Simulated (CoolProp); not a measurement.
Vapour pressure (MPa) of methanol: the reference equation beside estimates from Tc = 513.4 K, pc = 8.216 MPa, ω = 0.565.

Model: reference Helmholtz-energy equation of state, de Reuck 1993, in CoolProp.

```json
[
 {"T (K)": "350.2", "reference": "0.1629", "Lee-Kesler": "0.1598", "van der Waals": "(withheld)", "Soave-Redlich-Kwong": "0.1598", "Peng-Robinson": "0.1635"},
 {"T (K)": "364.8", "reference": "0.2702", "Lee-Kesler": "0.2704", "van der Waals": "1.777", "Soave-Redlich-Kwong": "0.2706", "Peng-Robinson": "(withheld)"},
 {"T (K)": "379.4", "reference": "(withheld)", "Lee-Kesler": "0.4348", "van der Waals": "2.160", "Soave-Redlich-Kwong": "0.4360", "Peng-Robinson": "0.4383"},
 {"T (K)": "394", "reference": "0.6562", "Lee-Kesler": "0.6693", "van der Waals": "2.592", "Soave-Redlich-Kwong": "0.6729", "Peng-Robinson": "0.6725"},
 {"T (K)": "408.6", "reference": "0.9708", "Lee-Kesler": "0.9918", "van der Waals": "3.076", "Soave-Redlich-Kwong": "1.001", "Peng-Robinson": "0.9956"},
 {"T (K)": "423.2", "reference": "1.395", "Lee-Kesler": "1.423", "van der Waals": "3.613", "Soave-Redlich-Kwong": "1.441", "Peng-Robinson": "1.429"},
 {"T (K)": "437.8", "reference": "1.954", "Lee-Kesler": "1.984", "van der Waals": "4.205", "Soave-Redlich-Kwong": "2.016", "Peng-Robinson": "1.996"},
 {"T (K)": "452.4", "reference": "2.674", "Lee-Kesler": "2.702", "van der Waals": "4.855", "Soave-Redlich-Kwong": "2.753", "Peng-Robinson": "2.724"}
]
```

Task: What belongs in the gaps?

Result: 
- 350.2, van der Waals: 1.442
- 364.8, Peng-Robinson: 0.2742
- 379.4, reference: 0.4291

Absolute difference from the reference over all 8 rows, mean and median: Lee-Kesler 1.5 and 1.7 %, van der Waals 326.7 and 255.9 %, Soave-Redlich-Kwong 2.3 and 2.7 %, Peng-Robinson 1.9 and 2.1 %.
